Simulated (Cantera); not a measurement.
Charge: 1 mol NaCl, 0.32 mol HCl, 0.11 mol N₂, equilibrated at 1848 K and 7.50 Torr.

Equilibrium computed with Cantera from the NASA thermochemical tables; the gas is ideal and each condensed phase is pure. Equilibrium is a limit: real reactors are often held back by kinetics, nucleation or transport.

```csv
species,before,after
HCl,0.212,0.682
NaCl,0.692,0.252
N₂,0.0764,0.0278
H₂,0.00510,0.0121
Cl,0.0119,0.0250
Na₂Cl₂,0.000615,8.16e-5
Na,0.00138,0.000240
Cl₂,9.21e-6,4.02e-5
H,0.000379,0.000584
```
Gas species are given as mole fractions.

Q: What was changed between the two runs?
A. 0.25 mol Cl₂ added
B. pressure from 7.50 Torr to 0.00225 Torr
C. temperature from 1848 K to 725 K
D. HCl from 0.32 to 2.8 mol

A: D, HCl from 0.32 to 2.8 mol
